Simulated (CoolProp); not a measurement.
A single-stage vapour-compression cycle with C3F8 (R218): evaporating at 203.15 K (dew point), condensing at 257.15 K (bubble point), superheat 0 K, subcooling 5 K, compressor efficiency 0.8, no pressure losses. Each further row changes one setting.

Values from CoolProp's reference Helmholtz-energy equation of state, Lemmon 2006. It is a short technical equation, of lower accuracy than the large ones.

| case | cooling COP | pressure ratio | discharge temperature (K) | refrigerating effect (kJ/kg) | volumetric capacity (kJ/m³) |
|---|---|---|---|---|---|
| as stated | 2.23 | 14.2 | 257.1 | 69.4 | 132 |
| evaporating temperature 208.15 K | 2.62 | 10.4 | 257.1 | 72.4 | 184 |
| condensing temperature 252.15 K | 2.59 | 11.7 | 252.2 | 74.5 | 141 |
| subcooling 10 K | 2.40 | 14.2 | 257.1 | 74.5 | 141 |
| superheat 10 K | 2.30 | 14.2 | 265.6 | 75.8 | 137 |
| compressor efficiency 0.7 | 1.96 | 14.2 | 260.7 | 69.4 | 132 |

The compression ends wet for: as stated; evaporating temperature 208.15 K; condensing temperature 252.15 K; subcooling 10 K.
